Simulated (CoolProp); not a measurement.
Vapour-liquid equilibrium of R152A (1) + R227EA (2) at 682 kPa; x and y are mole fractions of (1).

Model: multi-fluid Helmholtz-energy mixture model, Outcalt 1996 and Lemmon 2016; pair parameters Bell 2016, in CoolProp.

| x | bubble temperature (°C) | y at the bubble point | dew temperature at overall composition x (°C) | liquid density (mol/L) |
|---|---|---|---|---|
| 0.05 | 38.7 | 0.056 | 38.7 | 7.985 |
| 0.2 | 37.4 | 0.233 | 37.7 | ___ |
| 0.35 | 35.8 | 0.407 | 36.3 | 9.270 |
| 0.5 | 34.0 | ___ | 34.7 | 10.03 |
| 0.65 | 32.4 | ___ | 33.0 | 10.89 |
| 0.8 | 31.0 | 0.833 | 31.3 | 11.88 |
| 0.95 | 29.9 | 0.957 | 29.9 | ___ |

Problem. Fill in the missing entries.

Solution. 
- 0.2, liquid density (mol/L): 8.591
- 0.5, y at the bubble point: 0.565
- 0.65, y at the bubble point: 0.705
- 0.95, liquid density (mol/L): 13.02

No azeotrope shows between x = 0.05 and 0.95.

The pair parameters rest on a limited set of measurements; away from them the model extrapolates. The gap from Raoult's law changes sign with composition, which may be real or a fault of the pair parameters; it wasn't checked against measurements.
